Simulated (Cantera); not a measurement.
Feed: 1 mol toluene, 0.029 mol NH3, 0.24 mol N2, at 2875 K and 100000 Pa.

Cantera equilibrium calculation (NASA polynomials, part measured and part estimated; ideal gas, pure solids and liquids). Candidate condensed phases: C, C6H6, C7H8, C8H18; 92 gas species. Rates play no part.

Question: What is the equilibrium state?

Answer: 
| Property | Result |
|---|---|
| x(H2) | 0.797 |
| x(H) | 0.0945 |
| x(N2) | 0.0396 |
| x(C2H2 (acetylene)) | 0.0339 |
| x(HCN) | 0.0284 |
| x(HNC) | 0.00483 |
| x(C4H2) | 0.000602 |
| x(C2H) | 0.000573 |
| x(CN) | 0.000307 |
| n(C(graphite)) | 6.52 mol |
| gas amount | 4.513 mol |
